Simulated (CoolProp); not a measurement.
Vapour-liquid equilibrium of R13 (1) + R113 (2) at 246.7 K; x and y are mole fractions of (1).

Model: multi-fluid Helmholtz-energy mixture model, Platzer 1990 and Marx 1992; pair parameters Bell 2016, in CoolProp. This equation is an older, rougher fit; its heat capacities, sound speeds and derivatives of the liquid may be far off and weren't checked against measurements.

```tsv
x	bubble pressure (MPa)	y at the bubble point	dew pressure at overall composition x (MPa)	liquid density (mol/L)
0.05	0.07215	0.951	0.003717	9.136
0.15	0.1953	0.982	0.004154	9.461
0.25	0.3026	0.989	0.004708	9.802
0.35	0.3975	0.992	0.005433	10.16
0.45	0.4830	0.994	0.006420	10.53
0.55	0.5619	0.995	0.007846	10.90
0.65	0.6372	0.996	0.01009	11.28
0.75	0.7124	0.997	0.01412	11.64
0.85	0.7924	0.998	0.02351	11.97
0.95	0.8849	0.999	0.07013	12.20
```

No azeotrope shows between x = 0.05 and 0.95.

The pair parameters rest on a limited set of measurements; away from them the model extrapolates. The gap from Raoult's law changes sign with composition, which may be real or a fault of the pair parameters; it wasn't checked against measurements.
